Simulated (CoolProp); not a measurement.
Vapour-liquid equilibrium of R134a (1) + R245fa (2) at 0.00168 MPa; x and y are mole fractions of (1).

Values from CoolProp's multi-fluid Helmholtz-energy mixture model, Tillner-Roth 1994 and Akasaka 2015; pair parameters Akasaka 2014.

| x | bubble temperature (K) | y at the bubble point | dew temperature at overall composition x (K) | liquid density (mol/L) |
|---|---|---|---|---|
| 0.05 | 210.5 | 0.407 | 215.6 | 11.73 |
| 0.125 | 204.6 | 0.675 | 214.6 | 12.03 |
| 0.2 | 200.5 | 0.797 | 213.7 | 12.31 |
| 0.275 | 197.5 | 0.863 | 212.6 | 12.57 |
| 0.35 | 195.0 | 0.904 | 211.4 | 12.82 |
| 0.425 | 193.1 | 0.931 | 210.1 | 13.08 |
| 0.5 | 191.4 | 0.949 | 208.7 | 13.33 |
| 0.575 | 189.9 | 0.963 | 207.1 | 13.59 |
| 0.65 | 188.7 | 0.974 | 205.3 | 13.85 |
| 0.725 | 187.5 | 0.982 | 203.1 | 14.13 |
| 0.8 | 186.5 | 0.988 | 200.4 | 14.41 |
| 0.875 | 185.6 | 0.993 | 196.8 | 14.70 |
| 0.95 | 184.7 | 0.998 | 191.3 | 15.01 |

No azeotrope shows between x = 0.05 and 0.95.

The pair parameters rest on a limited set of measurements; away from them the model extrapolates.
